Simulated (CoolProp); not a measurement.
Model: reference Helmholtz-energy equation of state, Guder 2009, in CoolProp.

**Question.** For sulfur hexafluoride, give the phase and the cp (kJ/(kg K)), cv (kJ/(kg K)), speed of sound (m/s), viscosity (µPa s) at 593.9 K and 0.594 MPa.

**Answer.** 
- 593.9 K and 0.594 MPa: gas; cp 0.933, cv 0.873, speed of sound 189, viscosity 27.5

Viscosity comes from a separate model (Quiñones-Cisneros 2012).
